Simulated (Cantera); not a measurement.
A closed system holds: 1 mol K2SO4, 0.012 mol CO2, held at 11.0 mbar.

Cantera equilibrium calculation (NASA polynomials, part measured and part estimated; ideal gas, pure solids and liquids). Candidate condensed phases: C, K, KO2, K2CO3, K2O, K2O2, K2S, K2SO4, S; 26 gas species. The numbers say what is thermodynamically allowed, not how fast it happens.

Q: Which condensed phases are stable at each of these points (T (°C)): 600, 675, 750, 825, 900, 975, 1050, 1125, 1200, 1275, 1350, 1425, 1500?

A: 
```csv
T (°C),condensed phases,K condensed (%)
600,K2SO4(s),100.0
675,K2SO4(s),100.0
750,K2SO4(s),100.0
825,K2SO4(s),100.0
900,K2SO4(s),100.0
975,K2SO4(s),100.0
1050,K2SO4(s),100.0
1125,K2SO4(l),100.0
1200,K2SO4(l),100.0
1275,K2SO4(l),100.0
1350,K2SO4(l),99.9
1425,K2SO4(l),99.6
1500,K2SO4(l),96.8
```

From 600 °C to 1050 °C the condensed part is K2SO4(s). From 1125 °C to 1500 °C the condensed part is K2SO4(l).
